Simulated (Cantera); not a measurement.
Cantera with NASA thermochemical tables; ideal gases at 1 bar, condensed phases pure. Values are per mole of reaction as written; species without (g) are pure solids or liquids, kept so even where they would boil at 1 bar.

Question: Between 300 and 2850 K, where is each reaction favourable under standard conditions?
- N(g) + 6 TaO2(g) + 3 OH(g) → NH3(g) + 3 Ta2O5

Answer: 
- N(g) + 6 TaO2(g) + 3 OH(g) → NH3(g) + 3 Ta2O5: ΔG° is -5040 kJ at 300 K and -1195 kJ at 2850 K; it stays negative (K > 1). ΔH° is -4678 kJ and ΔS° -1222 J/K at 2850 K.
